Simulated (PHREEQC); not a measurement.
A solution holds 0.00192 mol/kgw FeCl3 and 0.0016 mol/kgw NaCl, at 25 °C. It is in equilibrium with CO2 at log p = -1 (atm). Otherwise closed; pH follows from the charge balance.

The numbers come from PHREEQC with the ion-association model, wateq4f.dat.

Q: The ionic strength comes out as 0.0102 mol/kgw. What activity coefficients do Fe2(OH)2+4, FeOH+2, Fe(OH)2+, Na+, Fe3(OH)4+5 get?

A: Fe2(OH)2+4 0.19, FeOH+2 0.67, Fe(OH)2+ 0.90, Na+ 0.90, Fe3(OH)4+5 0.074.

Precipitation was switched off in this run. Examples of supersaturated solids here: Hematite (slow to form), Goethite (slow to form). Others may be too.
